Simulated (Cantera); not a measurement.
Charge: 1 mol BN, 2.6 mol NF3, 1.1 mol H2, held at 24.0 Pa.

Equilibrium computed with Cantera from the NASA thermochemical tables; the gas is ideal and each condensed phase is pure. Candidate condensed phases: B, BN; 31 gas species. The tables' values for BF2 are old estimates; treat these amounts as uncertain. Equilibrium is a limit: real reactors are often held back by kinetics, nucleation or transport.

log p: log10 of the partial pressure in bar; nothing condenses.

```tsv
T (°C)	log p F	log p HF	log p N2	log p F2	log p BF3	log p NF3
450	-4.84	-4.09	-4.18	-4.39	-4.43	-6.46
650	-4.11	-4.15	-4.24	-5.50	-4.49	-10.19
850	-4.09	-4.16	-4.25	…	-4.50	…
1050	-4.09	-4.16	-4.25	-8.27	-4.50	<-15
1250	-4.09	-4.16	-4.25	…	-4.50	<-15
1450	-4.09	-4.16	-4.25	-9.80	-4.50	<-15
1650	-4.09	-4.16	-4.25	-10.33	-4.50	<-15
1850	-4.09	-4.16	-4.25	-10.76	-4.50	<-15
```

Complete the blanks.


- 1250, log p F2: -9.13
- 850, log p F2: -7.10
- 850, log p NF3: -13.90
